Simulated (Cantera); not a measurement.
**Thermodynamics of silicon nitride deposition, feed SiCl₄ + NH₃**

Feed: 1 mol SiCl₄, a varied amount of NH₃, at 67.0 mbar.

Equilibrium computed with Cantera from the NASA thermochemical tables; the gas is ideal and each condensed phase is pure. Candidate condensed phases: NH₄Cl, Si, Si₃N₄; 28 gas species. The tables' values for SiCl₃ are old estimates. Equilibrium is a limit: real reactors are often held back by kinetics, nucleation or transport.

Stable condensed phases:

```
T in °C \ n(NH₃) in mol
         0.14 0.16 0.19 0.22 0.26  0.3 0.35 0.41 0.48 0.57 0.66 0.77  0.9
   1777     A    A    A    A    A    A    A    A    A    A    A    A    A
   1677     A    A    A    A    A    A    A    A    A    A    A    A    A
   1577     A    A    A    A    A    A    A    A    A    A    A    A    A
   1477     A    A    A    A    A    A    A    A    A    A    A    A    A
   1377     A    A    A    A    A    A    A    A    A    A    A    A    A
   1277     A    A    A    A    A    A    A    A    A    A    A    A    B
   1177     A    A    A    A    B    B    B    B    B    B    B    B    B
   1077     B    B    B    B    B    B    B    B    B    B    B    B    B
    977     B    B    B    B    B    B    B    B    B    B    B    B    B
    877     B    B    B    B    B    B    B    B    B    B    B    B    B
    777     B    B    B    B    B    B    B    B    B    B    B    B    B
    677     B    B    B    B    B    B    B    B    B    B    B    B    B
    577     B    B    B    B    B    B    B    B    B    B    B    B    B
```

A: gas only; B: Si₃N₄.
